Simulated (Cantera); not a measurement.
A perfectly stirred reactor is fed with N₂O : N₂ = 1 : 0.61 (molar parts), at 0.133 bar; it is held at 1025 K, and followed from long to short residence time.

Cantera simulation using GRI-Mech 3.0 (53 species, 325 reactions); the numbers are that mechanism's predictions, not measurements. GRI-Mech 3.0 was tuned for natural gas; its chemistry of N2O as a main component is partial and can be far from experiment. The mechanism lacks the step 2 NO + O2 → 2 NO2, which can matter for NO2 below about 1400 K. The temperature is held fixed by assumption; the heat of reaction is taken as removed at once.

Task: What does this change do: temperature 1025 to 1275 K?

Result: 
```json
[
 {"quantity": "x(N₂O) at τ = 19.0 s", "before": "0.597", "after": "0.0791"},
 {"quantity": "x(NO) at τ = 19.0 s", "before": "0.000862", "after": "0.0492"},
 {"quantity": "x(O) at τ = 19.0 s", "before": "7.25e-8", "after": "4.18e-6"},
 {"quantity": "x(NO₂) at τ = 19.0 s", "before": "1.68e-6", "after": "6.94e-5"},
 {"quantity": "x(O₂) at τ = 19.0 s", "before": "0.00893", "after": "0.182"},
 {"quantity": "x(N₂O) at τ = 0.250 s", "before": "0.621", "after": "0.564"},
 {"quantity": "x(NO) at τ = 0.250 s", "before": "1.19e-5", "after": "0.00597"},
 {"quantity": "x(O) at τ = 0.250 s", "before": "7.27e-8", "after": "5.40e-6"},
 {"quantity": "x(NO₂) at τ = 0.250 s", "before": "2.83e-9", "after": "6.83e-6"},
 {"quantity": "x(O₂) at τ = 0.250 s", "before": "0.000122", "after": "0.0189"}
]
```
